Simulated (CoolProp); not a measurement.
Vapour-liquid equilibrium of dimethyl ether (1) + chloromethane (R40) (2) at 21.55 °C; x and y are mole fractions of (1).

The numbers come from the multi-fluid Helmholtz-energy mixture model, Wu 2011 and Thol 2014; pair parameters Bell 2016 in CoolProp.

### Question
Give the bubble pressure and the first vapour's composition at x = 0.15, 0.65, 0.85. Is there an azeotrope?

### Answer
x = 0.15: 510.3 kPa, y = 0.137; x = 0.65: 504.8 kPa, y = 0.666; x = 0.85: 518.3 kPa, y = 0.868. y crosses x between x = 0.45 and 0.55: the model has an azeotrope there.

The pair parameters rest on a limited set of measurements; away from them the model extrapolates.
